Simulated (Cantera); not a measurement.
**Adiabatic ignition**

An adiabatic, constant-volume homogeneous reactor starts with 17.5 % H₂, 22.7 % O₂, 59.8 % N₂, equivalence ratio 0.38, at 1375 K and 7500 Torr.

Detailed kinetics in Cantera: GRI-Mech 3.0 (53 species, 325 reactions). The hydrogen kinetics of GRI-Mech 3.0 are dated; newer H2 mechanisms differ, most at raised pressure.

```
t (s)     T (K)  P (bar)     x H₂   x O₂    x OH    x HO₂      x NO   x H₂O₂
--------  -----  -------  -------  -----  ------  -------  --------  -------
4.00e-6    2735     18.3  0.00211  0.147  0.0178  5.35e-5  0.000127  3.17e-6
1.21e-5    2743     18.3  0.00191  0.147  0.0171  5.38e-5  0.000543  3.34e-6
3.68e-5    2741     18.3  0.00190  0.146  0.0170  5.34e-5   0.00176  3.32e-6
0.000112   2734     18.3  0.00187  0.145  0.0167  5.22e-5   0.00512  3.26e-6
0.000339   2719     18.2  0.00179  0.141  0.0160  4.97e-5    0.0125  3.14e-6
0.00103    2703     18.1  0.00170  0.137  0.0153  4.69e-5    0.0209  3.00e-6
0.00312    2698     18.0  0.00168  0.136  0.0151  4.61e-5    0.0231  2.97e-6
0.00945    2698     18.0  0.00168  0.136  0.0151  4.61e-5    0.0231  2.96e-6
0.0287     2698     18.0  0.00168  0.136  0.0151  4.61e-5    0.0231  2.96e-6
0.0869     2698     18.0  0.00168  0.136  0.0151  4.61e-5    0.0231  2.96e-6
0.264      2698     18.0  0.00168  0.136  0.0151  4.61e-5    0.0231  2.96e-6
0.800      2698     18.0  0.00168  0.136  0.0151  4.61e-5    0.0231  2.96e-6
```
x: mole fraction; the columns are a selection and need not sum to one.

```json
{
  "time_of_steepest_temperature_rise": "2.41 µs",
  "temperature at 0.800 s": "2698 K",
  "equilibrium_temperature": "2698 K",
  "x(H₂) at 0.800 s": "0.00168 (gas-phase equilibrium 0.00168)",
  "x(O₂) at 0.800 s": "0.136 (gas-phase equilibrium 0.136)",
  "x(OH) at 0.800 s": "0.0151 (gas-phase equilibrium 0.0151)"
}
```
